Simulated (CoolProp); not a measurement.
Properties of decamethyltetrasiloxane (MD2M) at several states.

Model: reference Helmholtz-energy equation of state, Thol 2017, in CoolProp.

```tsv
T (°C)	p (MPa)	phase	Joule-Thomson coefficient (K/MPa)	expansivity (1/kK)	fugacity coefficient
0.05	0.078	liquid	-0.4718	1.149	7.302e-5
253.85	0.472	liquid	0.4249	2.960	0.6375
176.85	1.09	liquid	-0.1759	1.662	0.06382
30.15	0.829	liquid	-0.4399	1.169	0.0001067
283.85	0.556	gas	20.42	5.683	0.7967
139.45	0.436	liquid	-0.2670	1.479	0.04973
```
